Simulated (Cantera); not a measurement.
An adiabatic, constant-volume homogeneous reactor starts with CH4 : C2H6 : O2 : N2 : H2O = 1 : 0.21 : 6.08 : 57.7 : 7.4 (molar parts), equivalence ratio 0.45, at 1050 K and 0.582 atm. Integrator tolerance rtol = 1e-08.

Detailed kinetics in Cantera: GRI-Mech 3.0 (53 species, 325 reactions).

Problem. What does this change do: pressure from 0.582 atm to 4.93 atm?

Solution. 
```
quantity                                                            before                                    after
---------------------------------  ---------------------------------------  ---------------------------------------
time of steepest temperature rise                                  68.1 ms                                  32.9 ms
temperature at 0.200 s                                              1594 K                                   1594 K
equilibrium temperature                                             1591 K                                   1592 K
x(CH4) at 0.200 s                    <1e-12 (gas-phase equilibrium <1e-12)    <1e-12 (gas-phase equilibrium <1e-12)
x(C2H6) at 0.200 s                   <1e-12 (gas-phase equilibrium <1e-12)    <1e-12 (gas-phase equilibrium <1e-12)
x(O2) at 0.200 s                     0.0461 (gas-phase equilibrium 0.0457)    0.0461 (gas-phase equilibrium 0.0457)
x(HCN) at 0.200 s                    <1e-12 (gas-phase equilibrium <1e-12)    <1e-12 (gas-phase equilibrium <1e-12)
x(H2O2) at 0.200 s                 9.77e-9 (gas-phase equilibrium 9.58e-9)  2.85e-8 (gas-phase equilibrium 2.79e-8)
x(NO2) at 0.200 s                  1.13e-9 (gas-phase equilibrium 1.59e-6)  1.21e-9 (gas-phase equilibrium 4.64e-6)
```

Problem. What does this change do: constant pressure in place of constant volume?

Solution. 
| quantity | before | after |
|---|---|---|
| time of steepest temperature rise | 68.1 ms | 71.2 ms |
| temperature at 0.200 s | 1594 K | 1473 K |
| equilibrium temperature | 1591 K | 1471 K |
| x(CH4) at 0.200 s | <1e-12 (gas-phase equilibrium <1e-12) | <1e-12 (gas-phase equilibrium <1e-12) |
| x(C2H6) at 0.200 s | <1e-12 (gas-phase equilibrium <1e-12) | <1e-12 (gas-phase equilibrium <1e-12) |
| x(O2) at 0.200 s | 0.0461 (gas-phase equilibrium 0.0457) | 0.0461 (gas-phase equilibrium 0.0459) |
| x(HCN) at 0.200 s | <1e-12 (gas-phase equilibrium <1e-12) | <1e-12 (gas-phase equilibrium <1e-12) |
| x(H2O2) at 0.200 s | 9.77e-9 (gas-phase equilibrium 9.58e-9) | 4.11e-9 (gas-phase equilibrium 3.99e-9) |
| x(NO2) at 0.200 s | 1.13e-9 (gas-phase equilibrium 1.59e-6) | 7.07e-10 (gas-phase equilibrium 1.05e-6) |
